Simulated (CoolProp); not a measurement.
Ethanol at 298.15 K and 5.14 MPa is throttled through a valve to 1.37 MPa with no heat exchange. Each further row changes one setting.

The numbers come from the reference Helmholtz-energy equation of state, Schroeder 2014 in CoolProp.

| case | temperature change (K) | final density (kg/m³) |
|---|---|---|
| as stated | (withheld) | (withheld) |
| outlet pressure 0.411 MPa | (withheld) | (withheld) |
| outlet pressure 1.78 MPa | (withheld) | 786 |

### Question
What belongs in the gaps?

### Answer

- as stated, temperature change (K): +1.3
- as stated, final density (kg/m³): 785
- outlet pressure 0.411 MPa, temperature change (K): +1.7
- outlet pressure 0.411 MPa, final density (kg/m³): 784
- outlet pressure 1.78 MPa, temperature change (K): +1.2
